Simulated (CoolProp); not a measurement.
Aqueous magnesium chloride as a coolant, 12 % by mass, freezing at -11.3 °C, 1 atm.

Computed with CoolProp (Melinder's fits for secondary coolants).

```csv
T (°C),cp (kJ/(kg K)),conductivity (W/(m K)),density (kg/m³),viscosity (mPa s)
-5.1,3.449,[?],1108,[?]
3.1,3.466,0.541,1106,2.83
11.4,3.483,[?],1104,2.17
19.6,3.499,0.570,1101,[?]
27.9,3.514,0.585,1098,[?]
36.1,3.529,0.598,[?],1.06
```

**Question.** Some entries are withheld; supply them.

**Answer.** 
- -5.1, conductivity (W/(m K)): 0.526
- -5.1, viscosity (mPa s): 3.78
- 11.4, conductivity (W/(m K)): 0.556
- 19.6, viscosity (mPa s): 1.71
- 27.9, viscosity (mPa s): 1.34
- 36.1, density (kg/m³): 1095
